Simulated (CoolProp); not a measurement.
A simple Rankine cycle with p-xylene: condensing at 321.15 K, boiler at 0.109 MPa, turbine inlet 454.3 K, turbine efficiency 0.9, pump efficiency 0.7, no recuperator. Each further row changes one setting.

Model: reference Helmholtz-energy equation of state, Zhou 2012, in CoolProp.

| case | thermal efficiency (%) | net work (kJ/kg) | heat in (kJ/kg) | turbine exit temperature (K) | volume ratio over the turbine |
|---|---|---|---|---|---|
| as stated | 16.5 | 96.8 | 586 | 393.2 | 24.7 |
| turbine inlet 474.3 K | 16.3 | 102 | 623 | 413.2 | 24.7 |
| condensing temperature 313.15 K | 17.9 | 107 | 600 | 386.3 | 36.1 |
| boiler pressure 0.0763 MPa | 14.9 | 87.5 | 588 | 400.1 | 17.4 |
| turbine efficiency 0.8 | 14.7 | 86.0 | 586 | 400.1 | 25.1 |
